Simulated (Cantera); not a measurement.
Charge: 1 mol SiF4, 3.7 mol NH3, 25 mol N2, held at 1275 K and 0.000680 bar.

Method: chemical equilibrium by Gibbs-energy minimisation in Cantera with the NASA 1993 tables (ideal gas, pure condensed phases). Candidate condensed phases: Si, Si3N4; 37 gas species. The tables' values for SiF3, SiF2 are old estimates; treat these amounts as uncertain. Kinetics and transport are ignored.

Base state: N2 0.803, H2 0.165, SiF4 0.0278, HF 0.00223, SiF3 0.00182, SiHF3 0.000150, SiF2 0.000107, H 1.15e-5 (mole fractions); condensed: Si3N4(s).

Task: What changes in the equilibrium state with this change: pressure from 0.000680 bar to 0.150 bar?

Result: 
```tsv
species	before	after
N2	0.803	0.804
H2	0.165	0.165
SiF4	0.0278	0.0292
SiF3	0.00182	0.000199
HF	0.00223	0.00144
SiF2	0.000107	1.23e-6
H	1.15e-5	7.74e-7
SiHF3	0.000150	0.000244
Si3N4(s), mol	0.000139	0.00277
```
The tables' values for SiF3 are old estimates; treat these amounts as uncertain.

Task: What changes in the equilibrium state with this change: SiF4 replaced by SiH4?

Result: 
| species | before | after |
|---|---|---|
| N2 | 0.803 | 0.776 |
| H2 | 0.165 | 0.224 |
| H | 1.15e-5 | 1.34e-5 |
| SiF4 | 0.0278 | 0 |
| HF | 0.00223 | 0 |
| SiF3 | 0.00182 | 0 |
| SiHF3 | 0.000150 | 0 |
| SiF2 | 0.000107 | 0 |
| Si3N4(s), mol | 0.000139 | 0.333 |
